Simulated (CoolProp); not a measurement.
c-C4F8 (RC318) along the isotherm 398.3 K: density (kg/m³) from the reference equation and from simpler models built on Tc = 388.4 K, pc = 2.778 MPa, ω = 0.355; each cubic takes its own stable root.

Values from CoolProp's reference Helmholtz-energy equation of state, Platzer 1990. This equation is an older, rougher fit.

```csv
p (MPa),phase,reference,ideal gas,Redlich-Kwong,Soave-Redlich-Kwong,Peng-Robinson
0.139,gas,8.526,8.396,8.533,8.530,8.546
0.278,gas,17.33,16.79,17.35,17.34,17.41
0.417,gas,26.43,25.19,26.49,26.46,26.62
0.556,gas,35.85,33.58,35.96,35.91,36.20
0.694,gas,45.56,41.92,45.73,45.65,46.11
0.833,gas,55.74,50.32,55.98,55.86,56.54
0.972,gas,66.35,58.71,66.69,66.51,67.46
1.11,gas,77.36,67.05,77.81,77.56,78.85
1.25,gas,89.09,75.50,89.66,89.32,91.01
1.39,gas,101.4,83.96,102.2,101.7,103.9
```
